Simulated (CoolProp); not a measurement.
A single-stage vapour-compression cycle with the fluid: evaporating at 295.15 K (dew point), condensing at 349.15 K (bubble point), superheat 2 K, subcooling 2 K, compressor efficiency 0.9, no pressure losses. The same conditions are run with several fluids, on thermodynamics alone (safety and materials aside).

Computed with CoolProp (reference Helmholtz-energy equation of state of each fluid (cyclopropane: Polt 1992; dimethyl ether: Wu 2011; chlorine: Thol 2021; propylene: Lemmon 2013; ammonia: Gao 2020; R152A: Outcalt 1996)). The equations of Platzer and Polt are older, rougher fits.

| fluid | cooling COP | pressure ratio | discharge temperature (K) | refrigerating effect (kJ/kg) | volumetric capacity (kJ/m³) |
|---|---|---|---|---|---|
| cyclopropane | 3.74 | 3.50 | 367.6 | 282 | 3640 |
| dimethyl ether | 3.72 | 3.80 | 364.3 | 273 | 3090 |
| chlorine | 3.89 | 3.50 | 415.0 | 197 | … |
| propylene | … | 3.23 | 364.3 | 187 | 4160 |
| ammonia | 3.85 | 4.15 | 418.4 | … | 6490 |
| R152A | 3.60 | 3.95 | 367.0 | 184 | … |

Complete the blanks.


- chlorine, volumetric capacity (kJ/m³): 4480
- propylene, cooling COP: 3.00
- ammonia, refrigerating effect (kJ/kg): 921
- R152A, volumetric capacity (kJ/m³): 3080
